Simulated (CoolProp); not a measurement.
Computed with CoolProp (reference Helmholtz-energy equation of state, Lemmon 2006). It is a short technical equation, of lower accuracy than the large ones.

Task: For C2F6 (R116), give the phase and the cv (kJ/(kg K)), speed of sound (m/s), Prandtl number at 83.75 °C and 1180 kPa; 109.35 °C and 265 kPa.

Result: 
- 83.75 °C and 1180 kPa: gas; cv 0.805, speed of sound 144, Prandtl number 0.785
- 109.35 °C and 265 kPa: gas; cv 0.831, speed of sound 156, Prandtl number 0.749

Viscosity comes from a separate model (Huber 2003), an estimate that may be off by 10 % or more. Thermal conductivity comes from a separate model (Huber 2003), an estimate that may be off by 10 % or more.
